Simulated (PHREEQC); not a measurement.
0.06 g of hydrous ferric oxide (600 m²/g; 0.2 weak and 0.005 strong sites per Fe, Dzombak-Morel constants, diffuse double layer) in 1 kg of water with 0.05 mol/kgw of an inert sodium salt and 0.061 mmol/kgw Ag2SO4, at 25 °C; the pH is set by adding NaOH or the inert anion's acid. Oxygen is held at 0.21 atm. The system is closed to CO2. Nothing may precipitate in this run.

The series has 17 steps of pH, from 3 to 11.

Computed with PHREEQC (ion-association model, wateq4f.dat).

### Question
Near which pH is half of the S sorbed, and on which side is more sorbed?

### Answer
Near pH 4.8, with more sorbed at lower pH.

### Question
Near which pH is half of the Ag sorbed, and on which side is more sorbed?

### Answer
Near pH 9.6, with more sorbed at higher pH.

Complexes and solids missing from the database can't appear. The oxide is taken as insoluble; below pH 4 it would dissolve.
